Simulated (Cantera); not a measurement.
A Cantera script and its output.

```python
import numpy as np
import cantera as ct

gas = ct.Solution("h2o2.yaml")
gas.TPX = 1125, 150000, {'H2': 1, 'O2': 0.943, 'N2': 3.55}
reactor = ct.IdealGasConstPressureReactor(gas, energy="on", clone=False)
net = ct.ReactorNet([reactor])
net.rtol, net.atol = 1e-08, 1e-16
show = ['H2', 'O2', 'O', 'H2O', 'H2O2', 'H']
times = np.geomspace(7e-06, 9, 12)

steps = ct.SolutionArray(gas, extra=["t"])
rows = []
print(f"{'t/s':>10s}{'T/K':>9s}{'P/Pa':>11s}" + "".join(f"{s:>11s}" for s in show))
for t in times:
    while net.time < t:
        t_next = net.step()
        steps.append(gas.state, t=t_next)
    rows.append([np.interp(t, steps.t, y) for y in (steps.T, steps.P, *steps(*show).X.T)])
    print(f"{t:10.3e}{rows[-1][0]:9.1f}{rows[-1][1]:11.4g}" + "".join(f"{x:11.3e}" for x in rows[-1][2:]))
rate = np.gradient(steps.T, steps.t)
print("integrator steps:", len(steps.t))
if steps.T.max() > steps.T[0] + 200:
    print(f"time of steepest temperature rise: {steps.t[rate.argmax()]:.4e} s")
gas.TPX = 1125, 150000, {'H2': 1, 'O2': 0.943, 'N2': 3.55}
gas.equilibrate("HP")
print(f"equilibrium (HP): T = {gas.T:.1f} K  " + "  ".join(f"{s} {gas[s].X[0]:.3e}" for s in show))
```

Output:

```
       t/s      T/K       P/Pa         H2         O2          O        H2O       H2O2          H
 7.000e-06   1125.0    1.5e+05  1.820e-01  1.717e-01  2.361e-09  1.415e-08  2.313e-11  1.125e-08
 2.515e-05   1125.0    1.5e+05  1.820e-01  1.717e-01  5.120e-07  4.502e-06  4.939e-09  2.356e-06
 9.033e-05   2171.3    1.5e+05  8.688e-03  8.373e-02  9.684e-03  1.756e-01  4.442e-07  6.596e-03
 3.245e-04   2359.4    1.5e+05  1.655e-03  8.603e-02  1.774e-03  1.928e-01  3.510e-07  4.629e-04
 1.166e-03   2361.4    1.5e+05  1.580e-03  8.609e-02  1.695e-03  1.930e-01  3.569e-07  4.314e-04
 4.188e-03   2361.4    1.5e+05  1.580e-03  8.609e-02  1.695e-03  1.930e-01  3.569e-07  4.314e-04
 1.504e-02   2361.4    1.5e+05  1.580e-03  8.609e-02  1.695e-03  1.930e-01  3.569e-07  4.314e-04
 5.404e-02   2361.4    1.5e+05  1.580e-03  8.609e-02  1.695e-03  1.930e-01  3.569e-07  4.314e-04
 1.941e-01   2361.4    1.5e+05  1.580e-03  8.609e-02  1.695e-03  1.930e-01  3.569e-07  4.314e-04
 6.974e-01   2361.4    1.5e+05  1.580e-03  8.609e-02  1.695e-03  1.930e-01  3.569e-07  4.314e-04
 2.505e+00   2361.4    1.5e+05  1.580e-03  8.609e-02  1.695e-03  1.930e-01  3.569e-07  4.314e-04
 9.000e+00   2361.4    1.5e+05  1.580e-03  8.609e-02  1.695e-03  1.930e-01  3.569e-07  4.314e-04
integrator steps: 1123
time of steepest temperature rise: 5.5888e-05 s
equilibrium (HP): T = 2361.4 K  H2 1.580e-03  O2 8.609e-02  O 1.695e-03  H2O 1.930e-01  H2O2 3.569e-07  H 4.314e-04
```

Detailed kinetics in Cantera: the H2/O2 subset of GRI-Mech 3.0, which has no nitrogen chemistry.
